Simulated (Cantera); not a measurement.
Adiabatic ignition

An adiabatic, constant-pressure homogeneous reactor starts with 3.84 % CH₄, 0.384 % CO, 18.3 % O₂, 68.7 % N₂, 8.82 % H₂O, equivalence ratio 0.43, at 1450 K and 9.87 atm.

Cantera simulation using GRI-Mech 3.0 (53 species, 325 reactions); the numbers are that mechanism's predictions, not measurements.

```json
[
 {"t (s)": "2.00e-6", "T (K)": "1450", "x CH₄": "0.0384", "x CO": "0.00384", "x O₂": "0.183", "x NO": "<1e-12", "x H₂": "1.99e-8", "x CO₂": "2.40e-8", "x CH₂O": "2.24e-8"},
 {"t (s)": "9.02e-6", "T (K)": "1450", "x CH₄": "0.0384", "x CO": "0.00384", "x O₂": "0.183", "x NO": "<1e-12", "x H₂": "1.81e-7", "x CO₂": "1.84e-7", "x CH₂O": "6.22e-7"},
 {"t (s)": "4.07e-5", "T (K)": "1450", "x CH₄": "0.0383", "x CO": "0.00383", "x O₂": "0.183", "x NO": "<1e-12", "x H₂": "4.30e-6", "x CO₂": "2.21e-6", "x CH₂O": "2.70e-5"},
 {"t (s)": "0.000184", "T (K)": "1465", "x CH₄": "0.0355", "x CO": "0.00433", "x O₂": "0.181", "x NO": "6.64e-12", "x H₂": "0.000377", "x CO₂": "7.65e-5", "x CH₂O": "0.000925"},
 {"t (s)": "0.000829", "T (K)": "2244", "x CH₄": "<1e-12", "x CO": "0.000335", "x O₂": "0.104", "x NO": "9.64e-5", "x H₂": "0.000240", "x CO₂": "0.0419", "x CH₂O": "<1e-12"},
 {"t (s)": "0.00374", "T (K)": "2243", "x CH₄": "<1e-12", "x CO": "0.000333", "x O₂": "0.103", "x NO": "0.000539", "x H₂": "0.000239", "x CO₂": "0.0419", "x CH₂O": "<1e-12"},
 {"t (s)": "0.0169", "T (K)": "2239", "x CH₄": "<1e-12", "x CO": "0.000326", "x O₂": "0.102", "x NO": "0.00234", "x H₂": "0.000235", "x CO₂": "0.0419", "x CH₂O": "<1e-12"},
 {"t (s)": "0.0762", "T (K)": "2230", "x CH₄": "<1e-12", "x CO": "0.000310", "x O₂": "0.100", "x NO": "0.00679", "x H₂": "0.000225", "x CO₂": "0.0419", "x CH₂O": "<1e-12"},
 {"t (s)": "0.344", "T (K)": "2226", "x CH₄": "<1e-12", "x CO": "0.000304", "x O₂": "0.0994", "x NO": "0.00860", "x H₂": "0.000221", "x CO₂": "0.0419", "x CH₂O": "<1e-12"},
 {"t (s)": "1.55", "T (K)": "2226", "x CH₄": "<1e-12", "x CO": "0.000304", "x O₂": "0.0994", "x NO": "0.00860", "x H₂": "0.000221", "x CO₂": "0.0419", "x CH₂O": "<1e-12"},
 {"t (s)": "7.00", "T (K)": "2226", "x CH₄": "<1e-12", "x CO": "0.000304", "x O₂": "0.0994", "x NO": "0.00860", "x H₂": "0.000221", "x CO₂": "0.0419", "x CH₂O": "<1e-12"}
]
```
x: mole fraction; the columns are a selection and need not sum to one.

```yaml
time_of_steepest_temperature_rise: 0.253 ms
temperature at 7.00 s: 2226 K
equilibrium_temperature: 2226 K
x(CH₄) at 7.00 s: <1e-12 (gas-phase equilibrium <1e-12)
x(CO) at 7.00 s: 0.000304 (gas-phase equilibrium 0.000304)
x(O₂) at 7.00 s: 0.0994 (gas-phase equilibrium 0.0994)
```
